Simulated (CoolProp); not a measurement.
A simple Rankine cycle with dimethyl ether: condensing at 317.15 K, boiler at 2.63 MPa, turbine inlet 366.4 K, turbine efficiency 0.8, pump efficiency 0.8, no recuperator. Each further row changes one setting.

The numbers come from the reference Helmholtz-energy equation of state, Wu 2011 in CoolProp.

```
case                             thermal efficiency (%)  net work (kJ/kg)  heat in (kJ/kg)  turbine exit temperature (K)  volume ratio over the turbine
-------------------------------  ----------------------  ----------------  ---------------  ----------------------------  -----------------------------
as stated                                           8.2              33.5              407                         318.9                            ___
turbine inlet 386.4 K                               8.5              38.7              455                         342.1                           2.71
condensing temperature 309.15 K                     9.6              41.0              427                         310.5                           3.44
boiler pressure 1.84 MPa                            ___              24.9              436                         339.4                           1.87
turbine efficiency 0.7                              7.1               ___              407                         321.4                           2.84
```

**Question.** What belongs in the gaps?

**Answer.** 
- as stated, volume ratio over the turbine: 2.80
- boiler pressure 1.84 MPa, thermal efficiency (%): 5.7
- turbine efficiency 0.7, net work (kJ/kg): 28.9
